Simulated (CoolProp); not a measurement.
R1233zd(E) along the isobar 0.101 MPa: fugacity coefficient from the reference equation and from simpler models built on Tc = 438.9 K, pc = 3.583 MPa, ω = 0.304; each cubic takes its own stable root.

Model: reference Helmholtz-energy equation of state, Akasaka 2022, in CoolProp.

```
T (K)   phase  reference
-----  ------  ---------
187.7  liquid   0.001324
206.5  liquid   0.008039
225.2  liquid    0.03398
243.9  liquid     0.1103
262.7  liquid     0.2933
281.4  liquid     0.6612
300.1     gas     0.9642
318.9     gas     0.9708
337.6     gas     0.9759
356.3     gas     0.9798
375.1     gas     0.9830
393.8     gas     0.9855
412.5     gas     0.9876
431.3     gas     0.9894
450       gas     0.9908
```

Task: How far does each simpler model (Redlich-Kwong, Peng-Robinson) lie from the reference over these 15 states: mean and median of the absolute difference, and the worst?

Result: 
- Redlich-Kwong: mean 88.9 %, median 0.6 %, worst +423.8 % at 187.7 K and 0.101 MPa
- Peng-Robinson: mean 2.0 %, median 0.2 %, worst +14.4 % at 187.7 K and 0.101 MPa

At some of these states Redlich-Kwong gives the other phase, because its saturation line lies elsewhere.
